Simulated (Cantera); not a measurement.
A freely propagating, adiabatic, planar premixed flame of 11.9 % CH4, 18.3 % O2, 68.6 % N2, 1.19 % H2, equivalence ratio 1.3, unburnt at 673 K and 7.70 bar; mixture-averaged transport, grid criteria slope 0.08 and curve 0.16, no radiation.

Cantera simulation using GRI-Mech 3.0 (53 species, 325 reactions); the numbers are that mechanism's predictions, not measurements. Burning velocities carry a grid error of a few per cent, more on coarse grids.

x: mole fraction of selected species; z is measured from the peak of heat release.

```
z (mm)   T (K)  u (m/s)     x CH4      x O2    x HCN      x CO    x CH2O    x H2
-------  -----  -------  --------  --------  -------  --------  --------  ------
-0.287     674    0.545     0.118     0.182    <1e-8   2.39e-5   8.03e-7  0.0145
-0.191     682    0.554     0.117     0.181  2.96e-8  0.000197   8.46e-6  0.0180
-0.143     708    0.577     0.115     0.179  1.62e-7  0.000862   4.56e-5  0.0218
-0.0955    831    0.684     0.105     0.168  1.19e-6   0.00473  0.000316  0.0282
-0.0478   1291     1.08    0.0694     0.122  7.77e-6    0.0237   0.00140  0.0373
-0.0239   1683     1.43    0.0381    0.0769  1.66e-5    0.0437   0.00124  0.0422
0         2035     1.74    0.0115    0.0320  3.21e-5    0.0632  0.000444  0.0452
0.0239    2206     1.89         ?         ?  4.87e-5    0.0700         ?  0.0457
0.0478    2261     1.93  0.000524   0.00258  5.02e-5    0.0695   3.53e-5  0.0464
0.0955    2289     1.95   6.11e-5  0.000292  3.60e-5    0.0674   3.80e-6  0.0477
0.191     2302     1.96         ?         ?        ?    0.0664         ?  0.0486
0.382     2310     1.97   2.68e-7   1.86e-5  6.86e-6    0.0664   1.82e-8  0.0488
0.764     2314     1.97   1.15e-8   1.13e-5  1.89e-6    0.0665   1.03e-8  0.0489
```

Fill in the missing entries.


- 0.0239, x CH4: 0.00227
- 0.0239, x O2: 0.00935
- 0.0239, x CH2O: 0.000127
- 0.191, x CH4: 4.50e-6
- 0.191, x O2: 4.41e-5
- 0.191, x HCN: 1.80e-5
- 0.191, x CH2O: 2.12e-7
